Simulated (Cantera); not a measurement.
Mixture: CO : H₂ : CH₄ : O₂ : N₂ : CO₂ = 1 : 0.47 : 0.96 : 1.56 : 5.87 : 1.7 (molar parts), equivalence ratio 1.7, at 760 Torr, adiabatic and at constant volume. Ignition delay is the time to a rise of 400 K.

Computed with Cantera and GRI-Mech 3.0 (53 species, 325 reactions).

Task: What does this change do: constant pressure in place of constant volume?

Result: 
```json
[
 {"quantity": "delay at 1250 K", "before": "2.68 ms", "after": "3.01 ms"},
 {"quantity": "delay at 1450 K", "before": "0.533 ms", "after": "0.588 ms"},
 {"quantity": "delay at 1650 K", "before": "0.150 ms", "after": "0.163 ms"},
 {"quantity": "delay at 1850 K", "before": "55.2 µs", "after": "60.0 µs"},
 {"quantity": "delay at 2050 K", "before": "23.9 µs", "after": "26.4 µs"},
 {"quantity": "apparent activation energy between 1850 and 2050 K", "before": "130 kJ/mol", "after": "130 kJ/mol"}
]
```

Task: What does this change do: pressure from 760 Torr to 615 Torr?

Result: 
```json
[
 {"quantity": "delay at 1250 K", "before": "2.68 ms", "after": "3.14 ms"},
 {"quantity": "delay at 1450 K", "before": "0.533 ms", "after": "0.622 ms"},
 {"quantity": "delay at 1650 K", "before": "0.150 ms", "after": "0.179 ms"},
 {"quantity": "delay at 1850 K", "before": "55.2 µs", "after": "67.0 µs"},
 {"quantity": "delay at 2050 K", "before": "23.9 µs", "after": "29.3 µs"},
 {"quantity": "apparent activation energy between 1850 and 2050 K", "before": "130 kJ/mol", "after": "130 kJ/mol"}
]
```

Task: What does this change do: pressure from 760 Torr to 3750 Torr?

Result: 
```json
[
 {"quantity": "delay at 1250 K", "before": "2.68 ms", "after": "0.681 ms"},
 {"quantity": "delay at 1450 K", "before": "0.533 ms", "after": "0.160 ms"},
 {"quantity": "delay at 1650 K", "before": "0.150 ms", "after": "42.6 µs"},
 {"quantity": "delay at 1850 K", "before": "55.2 µs", "after": "14.0 µs"},
 {"quantity": "delay at 2050 K", "before": "23.9 µs", "after": "5.57 µs"},
 {"quantity": "apparent activation energy between 1850 and 2050 K", "before": "130 kJ/mol", "after": "140 kJ/mol"}
]
```
